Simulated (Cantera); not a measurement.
A Cantera script and what it prints.

```python
import numpy as np
import cantera as ct

gas_names = [...]  # 109 gases of nasa_gas.yaml made of C, Cl, H, Si
cond_names = """
    C(gr) C6H6(L) C7H8(L) C8H18(L),n-octa Si(cr) Si(L) SiC(b)
""".split()


# ... load() reads the species with a 1 bar reference pressure and builds the phases ...
atoms = {
    'SiHCl3': {'Si': 1, 'H': 1, 'CL': 3},
    'C3H8': {'C': 3, 'H': 8},
    'H2': {'H': 2},
}
top_T = {'C(gr)': 4500, 'SiC(b)': 3050}  # K; cautious upper limits of use, not melting points


# ... equilibrate(T, P, feed) seeds the gas with the atoms and calls Mixture.equilibrate('TP', solver="vcs", rtol=1e-11, max_steps=5000) ...
results = []
feed = {'SiHCl3': 1, 'C3H8': 0.011, 'H2': 29}  # mol
P = 520  # Pa
for T in [900, 1050, 1200, 1350, 1500, 1650, 1800, 1950, 2100, 2250, 2400, 2550]:
    mix = equilibrate(T, P, feed)
    results.append((T, P, feed, dict(zip(mix.species_names, mix.species_moles))))

top = {s: max(r[3][s] / sum(r[3][g] for g in gas_names) for r in results) for s in gas_names}
cols = sorted((s for s in top if top[s] > 0.0001), key=lambda s: -top[s])[:9]
seen = [c for c in cond_names if any(r[3].get(c, 0) > 1e-12 for r in results)]
print("log10 of partial pressures in bar; condensed amounts in mol")
print(f"{'T/K':>10s}" + "".join(f"{s[:9]:>10s}" for s in cols + seen))
for T, P, feed, n in results:
    ng = sum(n[g] for g in gas_names)
    print(f"{T:10.4g}" + "".join(f"{np.log10(max(n[s] / ng * P / 1e5, 1e-99)):10.3f}" for s in cols)
          + "".join(f"{n.get(c, 0):10.4g}" for c in seen))
```

Result:

```
log10 of partial pressures in bar; condensed amounts in mol
       T/K        H2         H       HCL        Si        CL     SiCL4     SiCL2    SiHCL3      SiCL    Si(cr)     Si(L)    SiC(b)
       900    -2.299   -11.082    -4.233   -18.352   -13.026    -4.023    -6.034    -4.636   -14.880    0.2624         0   0.03299
      1050    -2.309    -9.245    -3.711   -14.638   -10.687    -4.256    -4.841    -4.838   -11.957    0.4287         0     0.033
      1200    -2.319    -7.864    -3.482   -11.858    -9.089    -5.064    -4.271    -5.467    -9.931    0.5321         0     0.033
      1350    -2.321    -6.783    -3.458    -9.700    -7.999    -6.314    -4.146    -6.419    -8.518     0.519         0     0.033
      1500    -2.321    -5.915    -3.466    -7.978    -7.154    -7.421    -4.105    -7.261    -7.420     0.491         0     0.033
      1650    -2.321    -5.202    -3.476    -6.572    -6.463    -8.337    -4.080    -7.957    -6.529    0.4642         0   0.03299
      1800    -2.323    -4.608    -3.464    -5.498    -5.864    -9.104    -4.114    -8.564    -5.863         0    0.4749   0.03279
      1950    -2.331    -4.106    -3.454    -4.623    -5.354    -9.774    -4.171    -9.104    -5.331         0    0.3701   0.02973
      2100    -2.351    -3.682    -3.432    -4.039    -4.896   -10.431    -4.347    -9.677    -5.022         0         0   0.00771
      2250    -2.383    -3.321    -3.403    -3.912    -4.481   -11.305    -4.843   -10.503    -5.116         0         0         0
      2400    -2.436    -3.016    -3.443    -3.878    -4.171   -12.359    -5.461   -11.474    -5.329         0         0         0
      2550    -2.528    -2.770    -3.547    -3.894    -3.942   -13.515    -6.145   -12.534    -5.610         0         0         0
```

These are equilibrium values from Cantera (NASA tables, ideal gas, pure condensed phases), not measurements of a reactor. Mutual solubility and eutectic melting of coexisting phases are not modelled. The tables' values for SiCl, SiCl3 are old estimates; treat these amounts as uncertain. Gases not in the tables: Si2H6 and higher silanes.
